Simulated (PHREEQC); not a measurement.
Solution (86 °C): 0.0023 mol Cu(BF4)2, 0.002 mol ZnSO4 and 0.012 mol Li2SO4 per kg of water. Closed to the air; pH follows from the charge balance.

Model: ion-association model, phreeqc.dat, run in PHREEQC.

No solid was allowed to form.

Q: Estimate the pH, ionic strength.

A: pH 3.37; ionic strength 0.0423 mol/kgw.

Q: In which forms is Cu present?

A: Cu+2 60 %, CuSO4 37 %, CuF+ 2.8 % of the Cu.

Away from 25 °C the constants follow the database's enthalpies or fits; those with neither stay at their 25 °C values. Real BF4- forms and hydrolyses slowly; the run takes it at equilibrium.
